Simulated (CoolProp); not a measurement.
Vapour-liquid equilibrium of isopentane (1) + R365MFC (2) at -13.75 °C; x and y are mole fractions of (1).

The numbers come from the multi-fluid Helmholtz-energy mixture model, Lemmon 2006 and Lemmon 2016; pair parameters Bell 2016 in CoolProp.

```json
[
 {"x": "0.05", "bubble pressure, mixture model (MPa)": "0.01303", "bubble pressure, Raoult's law (MPa)": "0.009353", "y, mixture model": "0.348", "y, Raoult's law": "0.098"},
 {"x": "0.15", "bubble pressure, mixture model (MPa)": "0.01827", "bubble pressure, Raoult's law (MPa)": "0.01030", "y, mixture model": "0.570", "y, Raoult's law": "0.267"},
 {"x": "0.25", "bubble pressure, mixture model (MPa)": "0.02082", "bubble pressure, Raoult's law (MPa)": "0.01125", "y, mixture model": "0.644", "y, Raoult's law": "0.408"},
 {"x": "0.35", "bubble pressure, mixture model (MPa)": "0.02188", "bubble pressure, Raoult's law (MPa)": "0.01220", "y, mixture model": "0.674", "y, Raoult's law": "0.527"},
 {"x": "0.45", "bubble pressure, mixture model (MPa)": "0.02223", "bubble pressure, Raoult's law (MPa)": "0.01315", "y, mixture model": "0.686", "y, Raoult's law": "0.629"},
 {"x": "0.55", "bubble pressure, mixture model (MPa)": "0.02232", "bubble pressure, Raoult's law (MPa)": "0.01410", "y, mixture model": "0.690", "y, Raoult's law": "0.717"},
 {"x": "0.65", "bubble pressure, mixture model (MPa)": "0.02236", "bubble pressure, Raoult's law (MPa)": "0.01504", "y, mixture model": "0.695", "y, Raoult's law": "0.793"},
 {"x": "0.75", "bubble pressure, mixture model (MPa)": "0.02235", "bubble pressure, Raoult's law (MPa)": "0.01599", "y, mixture model": "0.708", "y, Raoult's law": "0.861"},
 {"x": "0.85", "bubble pressure, mixture model (MPa)": "0.02198", "bubble pressure, Raoult's law (MPa)": "0.01694", "y, mixture model": "0.749", "y, Raoult's law": "0.921"},
 {"x": "0.95", "bubble pressure, mixture model (MPa)": "0.02032", "bubble pressure, Raoult's law (MPa)": "0.01789", "y, mixture model": "0.865", "y, Raoult's law": "0.975"}
]
```

The largest gap from Raoult's law is +85.1 % in bubble pressure, at x = 0.25. y crosses x between x = 0.65 and 0.75: the model has an azeotrope there.

The pair parameters rest on a limited set of measurements; away from them the model extrapolates. With so large a gap from Raoult's law the liquid may split in two, which this calculation doesn't test in full.
